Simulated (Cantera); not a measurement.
Ignition delay

Mixture: CH3OH : O2 : N2 : H2O = 1 : 2.88 : 10.8 : 0.6 (molar parts), equivalence ratio 0.52, at 705 Torr, adiabatic and at constant pressure. Ignition delay is the time to a rise of 400 K.

Computed with Cantera and GRI-Mech 3.0 (53 species, 325 reactions). GRI-Mech 3.0 was tuned for natural gas; its chemistry of methanol as a main component is partial and can be far from experiment.

```json
[
 {"T0 (K)": "1025", "delay (ms)": "314"},
 {"T0 (K)": "1100", "delay (ms)": "63.6"},
 {"T0 (K)": "1175", "delay (ms)": "15.9"},
 {"T0 (K)": "1250", "delay (ms)": "4.82"},
 {"T0 (K)": "1325", "delay (ms)": "1.72"},
 {"T0 (K)": "1400", "delay (ms)": "0.714"}
]
```

```yaml
apparent activation energy between 1250 and 1400 K: 190 kJ/mol
```
